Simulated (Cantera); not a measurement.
Charge: 1 mol SiH2Cl2, 0.36 mol C3H8, 2.3 mol H2, equilibrated at 1.00 bar.

Points: T (K) = 1125, 1225, 1325, 1425, 1525, 1625, 1725, 1825, 1925, 2025, 2125, 2225, 2325.

Cantera's Mixture.equilibrate('TP', solver="vcs", rtol=1e-11, max_steps=5000) on the NASA tables stopped like this:

```
ERROR: FAILURE its = 5001!

*******************************************************************************
CanteraError thrown by MultiPhase::equilibrate:
VCS solver failed. Return code: -1
*******************************************************************************
```

Q: What got this run through?

A: One answer among several that fit: The failure is numerical, not chemical. The same input converged with solver="gibbs", rtol=1e-10, max_steps=50000, and the result passed a check of the equilibrium conditions:
```
log10 of partial pressures in bar; condensed amounts in mol
       T/K        H2       HCL     SiCL4     SiCL2       CH4         H    SiHCL3     C(gr)    SiC(b)
      1125    -0.104    -0.878    -1.250    -4.310    -1.748    -7.404    -2.237    0.3176    0.6675
      1225    -0.120    -0.726    -1.397    -3.654    -2.122    -6.566    -2.297    0.2922    0.7467
      1325    -0.140    -0.620    -1.596    -3.136    -2.453    -5.856    -2.406    0.2378    0.8226
      1425    -0.157    -0.552    -1.858    -2.739    -2.738    -5.245    -2.569    0.1879    0.8817
      1525    -0.168    -0.516    -2.180    -2.444    -2.978    -4.710    -2.779    0.1578    0.9161
      1625    -0.173    -0.501    -2.537    -2.225    -3.179    -4.238    -3.017    0.1478    0.9281
      1725    -0.175    -0.498    -2.900    -2.057    -3.351    -3.819    -3.261    0.1515    0.9253
      1825    -0.175    -0.501    -3.249    -1.921    -3.499    -3.444    -3.497    0.1624     0.914
      1925    -0.174    -0.508    -3.578    -1.810    -3.630    -3.106    -3.720     0.177    0.8981
      2025    -0.173    -0.517    -3.886    -1.716    -3.746    -2.802    -3.930    0.1926    0.8792
      2125    -0.172    -0.528    -4.175    -1.637    -3.850    -2.526    -4.126    0.2074    0.8587
      2225    -0.171    -0.540    -4.446    -1.571    -3.946    -2.274    -4.312    0.2194    0.8368
      2325    -0.172    -0.554    -4.701    -1.515    -4.034    -2.044    -4.488    0.2271    0.8135
```

The gas is ideal and each condensed phase is pure. The tables' values for SiCl3, SiCl are old estimates; treat these amounts as uncertain. Gases not in the tables: Si2H6 and higher silanes.
